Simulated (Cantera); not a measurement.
Cantera run:

```python
import numpy as np
import cantera as ct

gas_names = """
    B BN B2 N N2
""".split()
cond_names = """
    B(b) B(L) BN(s)
""".split()


# ... load() reads the species with a 1 bar reference pressure and builds the phases ...
atoms = {
    'BN': {'B': 1, 'N': 1},
    'N2': {'N': 2},
}
top_T = {'BN(s)': 3200}  # K; cautious upper limits of use, not melting points


# ... equilibrate(T, P, feed) seeds the gas with the atoms and calls Mixture.equilibrate('TP', solver="vcs", rtol=1e-11, max_steps=5000) ...
results = []
feed = {'BN': 1, 'N2': 0.027}  # mol
T = 1623  # K
P = 180  # Pa
mix = equilibrate(T, P, feed)
results.append((T, P, feed, dict(zip(mix.species_names, mix.species_moles))))
print(gas.report(threshold=0.001))
for i in range(1, mix.n_phases):
    print(f"{mix.phase(i).name:16s} {mix.phase_moles(i):12.5e} mol")
```

It prints:

```
       temperature   1623 K
          pressure   180 Pa
           density   0.00037368 kg/m^3
  mean mol. weight   28.014 kg/kmol
   phase of matter   gas

                          1 kg             1 kmol
                     ---------------   ---------------
          enthalpy        1.5231e+06        4.2668e+07  J
   internal energy        1.0414e+06        2.9174e+07  J
           entropy             10607        2.9716e+05  J/K
    Gibbs function       -1.5693e+07       -4.3962e+08  J
 heat capacity c_p            1254.3             35138  J/K
 heat capacity c_v            957.51             26824  J/K

                      mass frac. Y      mole frac. X     chem. pot. / RT
                     ---------------   ---------------   ---------------
                N2                 1                 1           -32.578
     [   +4 minor]        1.4491e-10        3.1686e-10

B(b)              0.00000e+00 mol
BN(s)             1.00000e+00 mol
```

These are equilibrium values from Cantera (NASA tables, ideal gas, pure condensed phases), not measurements of a reactor.
